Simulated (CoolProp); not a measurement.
Properties of ethanol at several states (Tc = 241.6 °C, pc = 6.268 MPa, ω = 0.644).

Model: reference Helmholtz-energy equation of state, Schroeder 2014, in CoolProp.

```csv
T (°C),p (MPa),phase,Z,cp (kJ/(kg K)),cv (kJ/(kg K)),Joule-Thomson coefficient (K/MPa)
-46.15,15.1,liquid,0.4313,2.021,1.645,-0.4526
218.75,24.4,liquid,0.4531,4.001,2.931,0.07297
-41.45,0.454,liquid,0.01290,2.042,1.659,-0.4439
```
